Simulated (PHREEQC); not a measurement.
**Nickel, zinc or cadmium bath**

Make-up at 25 °C: 28 mmol/kgw ZnCl2, 0.39 mmol/kgw NaOH and 13 mmol/kgw H2SO4. Closed to the air; pH follows from the charge balance.

Equilibrium calculation in PHREEQC: ion-association model, phreeqc.dat.

Each row changes one thing in this solution. Precipitation was switched off in this run.

| case | pH | ionic strength (mol/kgw) | Zn+2 (mol/kgw) | SO4-2 (mol/kgw) | HSO4- (mol/kgw) | ZnSO4 (mol/kgw) | SI of Halite (NaCl) |
|---|---|---|---|---|---|---|---|
| as made | 1.75 | 0.0968 | 0.0228 | 0.00492 | 0.00409 | 0.00369 | -6.46 |
| temperature from 25 to 75 °C | 1.83 | 0.0854 | 0.0192 | 0.00308 | ? | 0.00245 | ? |
| diluted 5-fold with water | 2.38 | 0.0212 | 0.00491 | 0.00157 | 0.000421 | 0.000595 | -7.76 |

Task: Some entries are withheld; supply them.

Result: 
- temperature from 25 to 75 °C, HSO4- (mol/kgw): 0.00738
- temperature from 25 to 75 °C, SI of Halite (NaCl): -6.55

Away from 25 °C the constants follow the database's enthalpies or fits; those with neither stay at their 25 °C values.
